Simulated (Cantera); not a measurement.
## Ignition delay

Mixture: 8.04 % CH4, 0.507 % CO, 16.3 % O2, 75.1 % N2, equivalence ratio 1.0, at 1.00 bar, adiabatic and at constant volume. Ignition delay is the time to a rise of 400 K.

Model: GRI-Mech 3.0 (53 species, 325 reactions), integrated in Cantera.

| T0 (K) | delay (ms) |
|---|---|
| 1200 | 55.3 |
| 1250 | 27.2 |
| 1300 | 13.8 |
| 1350 | 7.28 |
| 1400 | 3.97 |
| 1450 | 2.25 |
| 1500 | 1.32 |

```yaml
apparent activation energy between 1400 and 1500 K: 190 kJ/mol
```
